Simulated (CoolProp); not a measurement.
A single-stage vapour-compression cycle with the fluid: evaporating at 205.15 K (dew point), condensing at 247.15 K (bubble point), superheat 2 K, subcooling 8 K, compressor efficiency 0.85, no pressure losses. The same conditions are run with several fluids, on thermodynamics alone (safety and materials aside).

The numbers come from the reference Helmholtz-energy equation of state of each fluid (R115: Lemmon 2016; propane: Lemmon 2009; CH3F (R41): Lemmon 2006; ethane: Bücker 2006; CH2F2 (R32): Tillner-Roth 1997; ammonia: Gao 2020) in CoolProp.

```
fluid        cooling COP  pressure ratio  discharge temperature (K)  refrigerating effect (kJ/kg)  volumetric capacity (kJ/m³)
-----------  -----------  --------------  -------------------------  ----------------------------  ---------------------------
R115                3.67            7.81                      256.8                           106                          217
propane             3.74            7.14                      281.0                           379                          270
CH3F (R41)          3.49            5.40                      320.3                           402                         1460
ethane              3.54            4.40                      285.1                           372                         1890
CH2F2 (R32)         3.52            7.88                      333.7                           346                          436
ammonia             3.37            11.5                      393.7                          1320                          165
```
